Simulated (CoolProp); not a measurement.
Saturation properties of R1132(E) (Tc = 348.8 K, pc = 51.74 bar, ω = 0.245).

Model: reference Helmholtz-energy equation of state, Akasaka 2024, in CoolProp.

```json
[
 {"T (K)": "254", "p (bar)": "4.283", "liquid density (kg/m³)": "1058", "enthalpy of vaporisation (kJ/kg)": "274.1", "liquid cp (kJ/(kg K))": "1.683", "vapour Z": "0.9083"},
 {"T (K)": "261.8", "p (bar)": "5.641", "liquid density (kg/m³)": "1036", "enthalpy of vaporisation (kJ/kg)": "265.1", "liquid cp (kJ/(kg K))": "1.704", "vapour Z": "0.8891"},
 {"T (K)": "269.6", "p (bar)": "7.298", "liquid density (kg/m³)": "1013", "enthalpy of vaporisation (kJ/kg)": "255.7", "liquid cp (kJ/(kg K))": "1.732", "vapour Z": "0.8675"},
 {"T (K)": "277.4", "p (bar)": "9.295", "liquid density (kg/m³)": "988.9", "enthalpy of vaporisation (kJ/kg)": "245.5", "liquid cp (kJ/(kg K))": "1.767", "vapour Z": "0.8434"},
 {"T (K)": "285.3", "p (bar)": "11.71", "liquid density (kg/m³)": "962.9", "enthalpy of vaporisation (kJ/kg)": "234.6", "liquid cp (kJ/(kg K))": "1.813", "vapour Z": "0.8163"},
 {"T (K)": "293.1", "p (bar)": "14.51", "liquid density (kg/m³)": "935.5", "enthalpy of vaporisation (kJ/kg)": "222.8", "liquid cp (kJ/(kg K))": "1.872", "vapour Z": "0.7864"},
 {"T (K)": "300.9", "p (bar)": "17.78", "liquid density (kg/m³)": "905.7", "enthalpy of vaporisation (kJ/kg)": "209.9", "liquid cp (kJ/(kg K))": "1.950", "vapour Z": "0.7532"},
 {"T (K)": "308.7", "p (bar)": "21.58", "liquid density (kg/m³)": "873.1", "enthalpy of vaporisation (kJ/kg)": "195.6", "liquid cp (kJ/(kg K))": "2.055", "vapour Z": "0.7161"}
]
```
